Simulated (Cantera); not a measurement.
Feed: 1 mol B2O3, 0.21 mol O2, 1 mol H2, equilibrated at 0.510 bar.

These are equilibrium values from Cantera (NASA tables, ideal gas, pure condensed phases), not measurements of a reactor. Candidate condensed phases: B, B2O3, B3O3H3, H2O; 23 gas species. Gases not in the tables: H3BO3. Rates play no part.

Task: At 1425 K, list the 4 most abundant gas species with their mole fractions, and the condensed phases.

Result: H2 0.577, H2O 0.411, HBO2 0.0108, (HBO2)3 0.00106. Condensed: B2O3(l).
